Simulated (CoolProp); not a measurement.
R141b along the isotherm 365.1 K: density (kg/m³) from the reference equation and from simpler models built on Tc = 477.5 K, pc = 4.212 MPa, ω = 0.220; each cubic takes its own stable root.

Values from CoolProp's reference Helmholtz-energy equation of state, Lemmon 2006. It is a short technical equation, of lower accuracy than the large ones.

```tsv
p (MPa)	phase	reference	van der Waals	Peng-Robinson
0.526	gas	22.87	21.90	[?]
1.05	liquid	[?]	[?]	1124
1.58	liquid	[?]	668.7	1128
2.11	liquid	[?]	674.4	1131
2.63	liquid	1101	679.5	1135
3.16	liquid	1103	[?]	1138
3.69	liquid	1105	689.1	1141
4.21	liquid	[?]	693.3	1144
4.74	liquid	1109	697.4	1148
5.26	liquid	1111	701.3	1151
5.79	liquid	1113	705.0	1153
6.32	liquid	1115	708.5	1156
```

**Question.** Complete the blanks.

**Answer.** 
- 0.526, Peng-Robinson: 22.82
- 1.05, reference: 1094
- 1.05, van der Waals: 48.38
- 1.58, reference: 1096
- 2.11, reference: 1099
- 3.16, van der Waals: 684.5
- 4.21, reference: 1107

At some of these states van der Waals gives the other phase, because its saturation line lies elsewhere.
